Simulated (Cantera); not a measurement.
Feed: 1 mol PbO, 1.8 mol CH₄, 0.52 mol CO, at 0.133 bar.

These are equilibrium values from Cantera (NASA tables, ideal gas, pure condensed phases), not measurements of a reactor. Candidate condensed phases: C, C₆H₆, C₇H₈, C₈H₁₈, H₂O, Pb, PbO, PbO₂, Pb₃O₄; 113 gas species. Equilibrium is a limit: real reactors are often held back by kinetics, nucleation or transport.

At 1927 °C, list the 4 most abundant gas species with their mole fractions, and the condensed phases.

H₂ 0.577, CO 0.247, Pb 0.162, H 0.0117. Condensed: C(graphite).
